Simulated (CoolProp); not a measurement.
Vapour-liquid equilibrium of n-pentane (1) + benzene (2) at 76.9 kPa; x and y are mole fractions of (1).

Computed with CoolProp (multi-fluid Helmholtz-energy mixture model, Thol 2019 and Thol 2012; pair parameters Bell 2016).

```csv
x,bubble temperature (K),y at the bubble point,dew temperature at overall composition x (K),liquid density (mol/L)
0.05,337.2,0.249,343.2,10.48
0.2,323.9,0.595,338.8,10.22
0.35,316.7,0.735,333.8,9.902
0.5,311.9,0.817,328.1,9.571
0.65,308.3,0.877,321.2,9.250
0.8,305.2,0.930,312.9,8.944
0.95,302.3,0.982,304.1,8.657
```

No azeotrope shows between x = 0.05 and 0.95.

Pair parameters are fitted to limited data, so mixtures are less certain than the pure fluids.
